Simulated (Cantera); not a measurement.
Feed: 1 mol BF3, 3.7 mol H2O, 190 mol H2, held at 0.100 bar.

Method: chemical equilibrium by Gibbs-energy minimisation in Cantera with the NASA 1993 tables (ideal gas, pure condensed phases). Candidate condensed phases: B, B2O3, B3O3H3, H2O; 43 gas species. Gases not in the tables: H3BO3. The numbers say what is thermodynamically allowed, not how fast it happens.

Problem. At 1100 K, list the 7 most abundant gas species with their mole fractions, and the condensed phases.

Solution. H2 0.974, H2O 0.0136, HF 0.0107, BF3 0.00134, BOF 0.000192, B3O3F3 0.000160, HBO2 6.43e-5. Condensed: B2O3(l).
